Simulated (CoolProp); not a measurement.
A single-stage vapour-compression cycle with R142b: evaporating at 260.15 K (dew point), condensing at 315.15 K (bubble point), superheat 8 K, subcooling 2 K, compressor efficiency 0.8, no pressure losses. Each further row changes one setting.

Computed with CoolProp (reference Helmholtz-energy equation of state, Lemmon 2006). It is a short technical equation, of lower accuracy than the large ones.

| case | cooling COP | pressure ratio | discharge temperature (K) | refrigerating effect (kJ/kg) | volumetric capacity (kJ/m³) |
|---|---|---|---|---|---|
| as stated | 3.06 | 6.39 | 339.7 | 164 | 658 |
| evaporating temperature 265.15 K | 3.51 | 5.21 | 337.3 | 167 | 814 |
| condensing temperature 310.15 K | 3.46 | 5.57 | 334.0 | 170 | 686 |
| subcooling 7 K | 3.19 | 6.39 | 339.7 | 170 | 685 |
| superheat 18 K | 3.08 | 6.39 | 350.2 | 172 | 663 |
| compressor efficiency 0.7 | 2.68 | 6.39 | 347.4 | 164 | 658 |
